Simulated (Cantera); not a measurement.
An adiabatic, constant-volume homogeneous reactor starts with 11.1 % CH4, 11.1 % H2, 16.3 % O2, 61.4 % N2, at 1400 K and 1000000 Pa.

Model: GRI-Mech 3.0 (53 species, 325 reactions), integrated in Cantera. Above 3000 K some thermodynamic fits are extrapolated.

x: mole fraction; the columns are a selection and need not sum to one.

| t (s) | T (K) | P (bar) | x CH4 | x H2 | x O2 | x NO2 | x CO2 | x HCO | x CH2 |
|---|---|---|---|---|---|---|---|---|---|
| 3.00e-6 | 1400 | 10.00 | 0.111 | 0.111 | 0.163 | <1e-12 | 4.64e-11 | 1.11e-12 | 1.36e-12 |
| 7.08e-6 | 1400 | 10.0 | 0.111 | 0.111 | 0.163 | <1e-12 | 4.16e-9 | 8.29e-11 | 8.37e-11 |
| 1.67e-5 | 1414 | 10.1 | 0.110 | 0.110 | 0.162 | <1e-12 | 3.44e-6 | 1.56e-7 | 2.23e-8 |
| 3.95e-5 | ___ | 12.9 | ___ | 0.104 | ___ | 1.19e-10 | ___ | ___ | ___ |
| 9.31e-5 | 3001 | 22.9 | 3.01e-10 | 0.125 | 0.000179 | 7.76e-8 | 0.0167 | 1.80e-6 | 7.98e-11 |
| 0.000220 | 2999 | 22.9 | 3.05e-10 | 0.126 | 0.000177 | 9.47e-8 | 0.0167 | 1.80e-6 | 8.01e-11 |
| 0.000519 | 2999 | 22.9 | 3.05e-10 | 0.126 | 0.000177 | 9.51e-8 | 0.0167 | 1.80e-6 | 8.01e-11 |
| 0.00122 | 2999 | 22.9 | 3.05e-10 | 0.126 | 0.000177 | 9.51e-8 | 0.0167 | 1.80e-6 | 8.01e-11 |
| 0.00289 | 2999 | 22.9 | 3.05e-10 | 0.126 | 0.000177 | 9.51e-8 | 0.0167 | 1.80e-6 | 8.01e-11 |
| 0.00682 | 2999 | 22.9 | 3.05e-10 | 0.126 | 0.000177 | 9.51e-8 | 0.0167 | 1.80e-6 | 8.01e-11 |
| 0.0161 | 2999 | 22.9 | 3.05e-10 | 0.126 | 0.000177 | 9.51e-8 | 0.0167 | 1.80e-6 | 8.01e-11 |
| 0.0380 | 2999 | 22.9 | 3.05e-10 | 0.126 | 0.000177 | 9.51e-8 | 0.0167 | 1.80e-6 | 8.01e-11 |
| 0.0897 | 2999 | 22.9 | 3.05e-10 | 0.126 | 0.000177 | 9.51e-8 | 0.0167 | 1.80e-6 | 8.01e-11 |
| 0.212 | 2999 | 22.9 | 3.05e-10 | 0.126 | 0.000177 | 9.51e-8 | 0.0167 | 1.80e-6 | 8.01e-11 |
| 0.500 | 2999 | 22.9 | 3.05e-10 | 0.126 | 0.000177 | 9.51e-8 | 0.0167 | 1.80e-6 | 8.01e-11 |

Task: What belongs in the gaps?

Result: 
- 3.95e-5, T (K): 1800
- 3.95e-5, x CH4: 0.0750
- 3.95e-5, x O2: 0.123
- 3.95e-5, x CO2: 0.000605
- 3.95e-5, x HCO: 1.84e-5
- 3.95e-5, x CH2: 2.82e-6
